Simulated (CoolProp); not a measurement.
A single-stage vapour-compression cycle with the fluid: evaporating at 253.15 K (dew point), condensing at 322.15 K (bubble point), superheat 5 K, subcooling 5 K, compressor efficiency 0.6, no pressure losses. The same conditions are run with several fluids, on thermodynamics alone (safety and materials aside).

The numbers come from the reference Helmholtz-energy equation of state of each fluid (c-C4F8 (RC318): Platzer 1990; R11: Jacobsen 1992; propane: Lemmon 2009; R115: Lemmon 2016; hydrogen sulfide: Lemmon 2006; R227EA: Lemmon 2016) in CoolProp. The equations of Platzer and Polt are older, rougher fits.

```tsv
fluid	cooling COP	pressure ratio	discharge temperature (K)	refrigerating effect (kJ/kg)	volumetric capacity (kJ/m³)
c-C4F8 (RC318)	1.32	11.6	322.1	55.9	292
R11	1.81	14.6	394.8	144	146
propane	1.55	6.86	363.4	241	1300
R115	1.26	7.29	335.1	52.9	908
hydrogen sulfide	1.59	6.37	486.1	360	3360
R227EA	1.35	10.4	329.9	63.5	452
```

The compression ends wet for: c-C4F8 (RC318).
